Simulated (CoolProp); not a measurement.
Vapour pressure (kPa) of sulfur dioxide: the reference equation beside estimates from Tc = 430.6 K, pc = 7887 kPa, ω = 0.256.

The numbers come from the reference Helmholtz-energy equation of state, Gao 2016 in CoolProp.

| T (K) | reference | Lee-Kesler | van der Waals | Peng-Robinson |
|---|---|---|---|---|
| 315.9 | 683.8 | 685.7 | 1999 | 680.2 |
| 322.7 | 830.9 | 833.8 | 2218 | 826.4 |
| 329.4 | 998.1 | 1002 | 2449 | 992.8 |
| 336.2 | 1192 | 1197 | 2698 | 1186 |
| 342.9 | 1410 | 1416 | 2958 | 1404 |
| 349.7 | 1660 | 1666 | 3239 | 1654 |
| 356.5 | 1942 | 1948 | 3535 | 1937 |
| 363.2 | 2253 | 2258 | 3843 | 2249 |
| 370 | 2604 | 2609 | 4172 | 2603 |
| 376.7 | 2989 | 2992 | 4513 | 2990 |

Absolute difference from the reference over all 10 rows, mean and median: Lee-Kesler 0.3 and 0.3 %, van der Waals 110.0 and 102.5 %, Peng-Robinson 0.3 and 0.4 %.
